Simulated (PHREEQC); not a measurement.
HF is added in steps, without added water, to 1 kg of water holding 0.0025 mol/kgw KHCO3 and 0.0033 mol/kgw NaF, at 5 °C. O2 is buffered at 0.21 atm. No CO2 enters from the air. Only these solids could form: Nahcolite, Natron.

Base run: PHREEQC, ion-association model, wateq4f.dat. Each further column changes one thing. The table gives HF (mol/kgw).

| HF added (mol) | base | NaF from 0.0033 to 0.0066 mol/kgw | diluted 100-fold with water | no solid may form |
|---|---|---|---|---|
| 0 | 1.12e-8 | 2.28e-8 | 1.96e-10 | 1.12e-8 |
| 0.0004594 | 2.74e-7 | 5.13e-7 | 0.000119 | 2.74e-7 |
| 0.0007656 | 5.79e-7 | 1.05e-6 | 0.000260 | 5.79e-7 |
| 0.001225 | 1.40e-6 | 2.41e-6 | 0.000510 | 1.40e-6 |
| 0.001684 | 3.29e-6 | 5.44e-6 | 0.000788 | 3.29e-6 |
| 0.001991 | 6.53e-6 | 1.05e-5 | 0.000984 | 6.53e-6 |
| 0.00245 | 4.32e-5 | 5.86e-5 | 0.00129 | 4.32e-5 |
| 0.002909 | 0.000350 | 0.000371 | 0.00160 | 0.000350 |
| 0.003216 | 0.000597 | 0.000627 | 0.00181 | 0.000597 |
| 0.003675 | 0.000973 | 0.00102 | 0.00214 | 0.000973 |
| 0.004134 | 0.00135 | 0.00141 | 0.00247 | 0.00135 |
| 0.004441 | 0.00160 | 0.00166 | 0.00269 | 0.00160 |
| 0.0049 | 0.00197 | 0.00205 | 0.00302 | 0.00197 |

Away from 25 °C the constants follow the database's enthalpies or fits; those with neither stay at their 25 °C values.
